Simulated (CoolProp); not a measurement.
n-perfluorohexane at several states: density (kg/m³) from the reference equation and from simpler models built on Tc = 448.0 K, pc = 1742 kPa, ω = 0.497; each cubic takes its own stable root.

Values from CoolProp's reference Helmholtz-energy equation of state, Gao 2022.

```json
[
 {"T (K)": "358.3", "p (kPa)": "1380", "phase": "liquid", "reference": "1494"},
 {"T (K)": "314.8", "p (kPa)": "2990", "phase": "liquid", "reference": "1642"},
 {"T (K)": "348.6", "p (kPa)": "1340", "phase": "liquid", "reference": "1527"},
 {"T (K)": "442.2", "p (kPa)": "72.5", "phase": "gas", "reference": "6.770"},
 {"T (K)": "211.7", "p (kPa)": "7040", "phase": "liquid", "reference": "1933"}
]
```

Task: How far does each simpler model (van der Waals, Redlich-Kwong, Soave-Redlich-Kwong, Peng-Robinson) lie from the reference over these 5 states: mean and median of the absolute difference, and the worst?

Result: 
- van der Waals: mean 34.6 %, median 43.4 %, worst -43.6 % at 348.6 K and 1340 kPa
- Redlich-Kwong: mean 15.3 %, median 17.8 %, worst -20.8 % at 358.3 K and 1380 kPa
- Soave-Redlich-Kwong: mean 11.1 %, median 13.8 %, worst -14.8 % at 211.7 K and 7040 kPa
- Peng-Robinson: mean 2.3 %, median 2.4 %, worst -4.6 % at 211.7 K and 7040 kPa
